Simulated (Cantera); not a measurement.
Input: 1 mol Ca(OH)2, 4.9 mol H2, 5 mol CO2, at 1498 K and 19.0 mbar.

Equilibrium computed with Cantera from the NASA thermochemical tables; the gas is ideal and each condensed phase is pure. Candidate condensed phases: C, C6H6, C7H8, C8H18, Ca, CaCO3, CaO, Ca(OH)2, H2O; 115 gas species. Kinetics and transport are ignored.

Base state: H2O 0.355, CO 0.264, CO2 0.195, H2 0.186, H 5.38e-5 (mole fractions); condensed: CaO(s).

What changes in the equilibrium state with this change: H2 from 4.9 to 0.42 mol?


| species | before | after |
|---|---|---|
| CO2 | 0.195 | 0.720 |
| H2O | 0.355 | 0.214 |
| CO | 0.264 | 0.0587 |
| H2 | 0.186 | 0.00677 |
| H | 5.38e-5 | 1.03e-5 |
| CaO(s), mol | 1.000 | 1.000 |
